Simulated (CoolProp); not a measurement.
Vapour-liquid equilibrium of R22 (1) + R142b (2) at 58.35 °C; x and y are mole fractions of (1).

The numbers come from the multi-fluid Helmholtz-energy mixture model, Kamei 1995 and Lemmon 2006; pair parameters Bell 2016 in CoolProp.

**Question.** Give the bubble pressure and the first vapour's composition at x = 0.05, 0.35, 0.85. Is there an azeotrope?

**Answer.** x = 0.05: 9.051 bar, y = 0.103; x = 0.35: 12.90 bar, y = 0.527; x = 0.85: 20.61 bar, y = 0.921. No azeotrope shows between x = 0.05 and 0.95.

The pair parameters rest on a limited set of measurements; away from them the model extrapolates.
